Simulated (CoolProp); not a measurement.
Diethyl ether along the isotherm 314.5 K: density (kg/m³) from the reference equation and from simpler models built on Tc = 467.9 K, pc = 3.717 MPa, ω = 0.282; each cubic takes its own stable root.

Model: reference Helmholtz-energy equation of state, Thol 2014, in CoolProp.

| p (MPa) | phase | reference | Redlich-Kwong | Soave-Redlich-Kwong | Peng-Robinson |
|---|---|---|---|---|---|
| 0.372 | liquid | 688.9 | 603.5 | 629.1 | 711.6 |
| 0.743 | liquid | 689.5 | 604.7 | 630.0 | 712.4 |
| 1.12 | liquid | 690.1 | 605.9 | 630.9 | 713.2 |
| 1.49 | liquid | 690.7 | 607.1 | 631.7 | 714.0 |
| 1.86 | liquid | 691.3 | 608.2 | … | 714.8 |
| 2.23 | liquid | 691.9 | 609.3 | 633.4 | 715.6 |
| 2.6 | liquid | 692.5 | … | 634.2 | 716.4 |
| 2.97 | liquid | 693.1 | 611.5 | 635.0 | … |
| 3.35 | liquid | 693.7 | 612.6 | 635.8 | 717.9 |
| 3.72 | liquid | 694.3 | 613.7 | 636.5 | 718.7 |
| 4.09 | liquid | 694.9 | 614.7 | 637.3 | 719.4 |
| 4.46 | liquid | 695.4 | 615.7 | 638.1 | 720.1 |
| 4.83 | liquid | 696.0 | 616.7 | 638.8 | 720.8 |
| 5.2 | liquid | 696.5 | 617.7 | 639.6 | 721.6 |
| 5.58 | liquid | 697.1 | 618.7 | 640.3 | 722.3 |

Problem. Fill in the missing entries.

Solution. 
- 1.86, Soave-Redlich-Kwong: 632.5
- 2.6, Redlich-Kwong: 610.4
- 2.97, Peng-Robinson: 717.1
